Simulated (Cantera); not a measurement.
Feed: 1 mol CH3F, 0.019 mol F2, equilibrated at 0.0133 bar.

Method: chemical equilibrium by Gibbs-energy minimisation in Cantera with the NASA 1993 tables (ideal gas, pure condensed phases). Candidate condensed phases: C, C6H6, C7H8, C8H18; 95 gas species. Rates play no part. All values below are at 1398 K.

Base state: HF 0.514, H2 0.486, H 2.86e-5, CH4 1.37e-5 (mole fractions); condensed: C(graphite).

Question: What changes in the equilibrium state with this change: F2 from 0.019 to 1.6 mol?

Answer: 
| species | before | after |
|---|---|---|
| HF | 0.514 | 0.909 |
| CF4 | <1e-9 | 0.0909 |
| CF2 | <1e-9 | 2.17e-5 |
| H2 | 0.486 | 1.15e-8 |
| CH4 | 1.37e-5 | <1e-9 |
| H | 2.86e-5 | 4.40e-9 |
| C(graphite), mol | 1.000 | 0.700 |
Gases not in the tables: C2F6 and larger saturated fluorocarbons.

Question: What changes in the equilibrium state with this change: CH3F replaced by C2F6?

Answer: 
```json
[
 {"species": "CF4", "before": "<1e-9", "after": "1.000"},
 {"species": "CF2", "before": "<1e-9", "after": "7.21e-5"},
 {"species": "CF3", "before": "<1e-9", "after": "2.45e-5"},
 {"species": "HF", "before": "0.514", "after": "0"},
 {"species": "H2", "before": "0.486", "after": "0"},
 {"species": "H", "before": "2.86e-5", "after": "0"},
 {"species": "CH4", "before": "1.37e-5", "after": "0"},
 {"species": "C(graphite), mol", "before": "1.000", "after": "0.490"}
]
```
The feed counts by its element totals alone. Gases not in the tables: C2F6 and larger saturated fluorocarbons.
